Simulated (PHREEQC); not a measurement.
1 kg of water holding 0.23 mol/kgw NaCl and 0.022 mol/kgw CaCl2 is evaporated at 25 °C; the solids stay in contact with the brine. The system is closed to CO2. Solids allowed: Halite, Portlandite. Others were left out.

Equilibrium calculation in PHREEQC: Pitzer model, pitzer.dat.

```json
[
 {"water left (kg)": "1", "ionic strength": "0.296", "water activity": "0.991", "Halite (mol)": "0", "Ca in solution (mol/kgw)": "0.0220", "Cl in solution (mol/kgw)": "0.274"},
 {"water left (kg)": "0.8219", "ionic strength": "0.360", "water activity": "0.990", "Halite (mol)": "0", "Ca in solution (mol/kgw)": "0.0268", "Cl in solution (mol/kgw)": "0.333"},
 {"water left (kg)": "0.6755", "ionic strength": "0.438", "water activity": "0.987", "Halite (mol)": "0", "Ca in solution (mol/kgw)": "0.0326", "Cl in solution (mol/kgw)": "0.406"},
 {"water left (kg)": "0.4563", "ionic strength": "___", "water activity": "0.981", "Halite (mol)": "0", "Ca in solution (mol/kgw)": "0.0482", "Cl in solution (mol/kgw)": "0.600"},
 {"water left (kg)": "0.375", "ionic strength": "0.789", "water activity": "0.977", "Halite (mol)": "0", "Ca in solution (mol/kgw)": "0.0587", "Cl in solution (mol/kgw)": "0.731"},
 {"water left (kg)": "0.3082", "ionic strength": "0.960", "water activity": "0.972", "Halite (mol)": "0", "Ca in solution (mol/kgw)": "0.0714", "Cl in solution (mol/kgw)": "0.889"},
 {"water left (kg)": "0.2533", "ionic strength": "1.17", "water activity": "0.965", "Halite (mol)": "0", "Ca in solution (mol/kgw)": "0.0868", "Cl in solution (mol/kgw)": "1.08"},
 {"water left (kg)": "0.2082", "ionic strength": "1.42", "water activity": "0.958", "Halite (mol)": "0", "Ca in solution (mol/kgw)": "0.106", "Cl in solution (mol/kgw)": "1.32"},
 {"water left (kg)": "0.1711", "ionic strength": "1.73", "water activity": "0.948", "Halite (mol)": "0", "Ca in solution (mol/kgw)": "0.129", "Cl in solution (mol/kgw)": "1.60"},
 {"water left (kg)": "0.1156", "ionic strength": "2.56", "water activity": "0.920", "Halite (mol)": "0", "Ca in solution (mol/kgw)": "0.190", "Cl in solution (mol/kgw)": "___"},
 {"water left (kg)": "0.09502", "ionic strength": "3.12", "water activity": "0.900", "Halite (mol)": "0", "Ca in solution (mol/kgw)": "0.232", "Cl in solution (mol/kgw)": "2.88"},
 {"water left (kg)": "0.07809", "ionic strength": "3.79", "water activity": "0.874", "Halite (mol)": "0", "Ca in solution (mol/kgw)": "0.282", "Cl in solution (mol/kgw)": "3.51"},
 {"water left (kg)": "0.06418", "ionic strength": "4.61", "water activity": "0.841", "Halite (mol)": "0", "Ca in solution (mol/kgw)": "0.343", "Cl in solution (mol/kgw)": "4.27"},
 {"water left (kg)": "0.05275", "ionic strength": "5.61", "water activity": "0.798", "Halite (mol)": "0", "Ca in solution (mol/kgw)": "0.417", "Cl in solution (mol/kgw)": "5.19"},
 {"water left (kg)": "0.04335", "ionic strength": "6.79", "water activity": "0.745", "Halite (mol)": "0.00149", "Ca in solution (mol/kgw)": "0.507", "Cl in solution (mol/kgw)": "6.29"},
 {"water left (kg)": "0.0293", "ionic strength": "7.12", "water activity": "0.741", "Halite (mol)": "0.0874", "Ca in solution (mol/kgw)": "0.751", "Cl in solution (mol/kgw)": "___"},
 {"water left (kg)": "0.02407", "ionic strength": "7.34", "water activity": "0.737", "Halite (mol)": "0.119", "Ca in solution (mol/kgw)": "0.914", "Cl in solution (mol/kgw)": "6.43"},
 {"water left (kg)": "0.01979", "ionic strength": "7.62", "water activity": "0.733", "Halite (mol)": "0.145", "Ca in solution (mol/kgw)": "1.11", "Cl in solution (mol/kgw)": "6.51"},
 {"water left (kg)": "0.01627", "ionic strength": "7.96", "water activity": "0.727", "Halite (mol)": "0.166", "Ca in solution (mol/kgw)": "1.35", "Cl in solution (mol/kgw)": "6.61"},
 {"water left (kg)": "0.01337", "ionic strength": "8.39", "water activity": "0.718", "Halite (mol)": "0.184", "Ca in solution (mol/kgw)": "1.65", "Cl in solution (mol/kgw)": "___"},
 {"water left (kg)": "0.01099", "ionic strength": "8.94", "water activity": "0.706", "Halite (mol)": "0.198", "Ca in solution (mol/kgw)": "2.00", "Cl in solution (mol/kgw)": "6.94"},
 {"water left (kg)": "0.007426", "ionic strength": "10.6", "water activity": "0.659", "Halite (mol)": "0.217", "Ca in solution (mol/kgw)": "2.96", "Cl in solution (mol/kgw)": "7.66"},
 {"water left (kg)": "0.006093", "ionic strength": "12.0", "water activity": "0.612", "Halite (mol)": "___", "Ca in solution (mol/kgw)": "3.61", "Cl in solution (mol/kgw)": "8.35"},
 {"water left (kg)": "0.005012", "ionic strength": "13.8", "water activity": "0.542", "Halite (mol)": "0.227", "Ca in solution (mol/kgw)": "4.39", "Cl in solution (mol/kgw)": "9.40"}
]
```

### Question
Fill in the missing entries.

### Answer

- 0.4563, ionic strength: 0.649
- 0.1156, Cl in solution (mol/kgw): 2.37
- 0.0293, Cl in solution (mol/kgw): 6.37
- 0.01337, Cl in solution (mol/kgw): 6.75
- 0.006093, Halite (mol): 0.223

Species that the database lacks are ignored.
